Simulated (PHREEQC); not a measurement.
Solution (25 °C): 1 mol/kgw LiBr, 0.78 mol/kgw KCl and 3.2e-05 mol/kgw H4SiO4. Closed to the air; pH follows from the charge balance.

The numbers come from PHREEQC with the Pitzer model, pitzer.dat.

```tsv
quantity	before	after
pH	6.62	6.99
H3SiO4- (mol/kgw)	8.20e-8	5.38e-10
SI of Sylvite (KCl)	-1.48	-5.23
SI of SiO2(a) (SiO2)	-1.64	-3.83
```

Name the change that produced these shifts.
A. LiBr left out
B. diluted 5-fold with water
C. diluted 100-fold with water
D. diluted 10-fold with water

C, diluted 100-fold with water

Precipitation was switched off in this run. In brines, pH and single-ion activities rest on the MacInnes convention.
